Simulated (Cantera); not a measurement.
What does this Cantera script print?

```python
import numpy as np
import cantera as ct

gas = ct.Solution("gri30.yaml")
gas.TPX = 1450, 840000, {'CO': 0.01, 'O2': 0.0095, 'H2O': 0.0031, 'N2': 1}
inlet = ct.Reservoir(gas, clone=True)

reactor = ct.IdealGasConstPressureReactor(gas, energy="off", clone=False)
exhaust = ct.Reservoir(gas, clone=True)
tau = [0.31, 0.14, 0.059, 0.026, 0.011, 0.0048, 0.0021, 0.00091][0]
for a, b in ((inlet, reactor), (reactor, exhaust)):
    ct.MassFlowController(a, b, mdot=lambda t: reactor.mass / tau)
net = ct.ReactorNet([reactor])
show = ['CO', 'O2', 'H2O', 'O', 'N2O', 'NO']

rows = []
print(f"{'tau/s':>10s}{'T/K':>9s}" + "".join(f"{s:>11s}" for s in show))
for tau in [0.31, 0.14, 0.059, 0.026, 0.011, 0.0048, 0.0021, 0.00091]:
    net.initial_time = 0.0
    net.advance(30 * tau)
    before = gas.X
    net.advance(40 * tau)
    drift = np.max(np.abs(gas.X - before) / (gas.X + 1e-9))
    rows.append([gas.T, *gas[show].X, drift])
    print(f"{tau:10.3e}{gas.T:9.1f}" + "".join(f"{x:11.3e}" for x in gas[show].X))
```

It prints:

```
     tau/s      T/K         CO         O2        H2O          O        N2O         NO
 3.100e-01   1450.0  1.008e-04  4.465e-03  3.037e-03  3.189e-06  1.682e-06  2.842e-06
 1.400e-01   1450.0  1.786e-04  4.502e-03  3.034e-03  5.216e-06  2.308e-06  3.036e-06
 5.900e-02   1450.0  3.301e-04  4.575e-03  3.029e-03  8.991e-06  2.943e-06  3.024e-06
 2.600e-02   1450.0  5.831e-04  4.698e-03  3.023e-03  1.512e-05  3.305e-06  2.737e-06
 1.100e-02   1450.0  1.035e-03  4.919e-03  3.012e-03  2.592e-05  3.350e-06  2.237e-06
 4.800e-03   1450.0  1.744e-03  5.265e-03  2.997e-03  4.268e-05  3.146e-06  1.711e-06
 2.100e-03   1450.0  2.810e-03  5.787e-03  2.979e-03  6.742e-05  2.807e-06  1.230e-06
 9.100e-04   1450.0  4.292e-03  6.513e-03  2.959e-03  9.987e-05  2.367e-06  8.023e-07
```

Computed with Cantera and GRI-Mech 3.0 (53 species, 325 reactions).
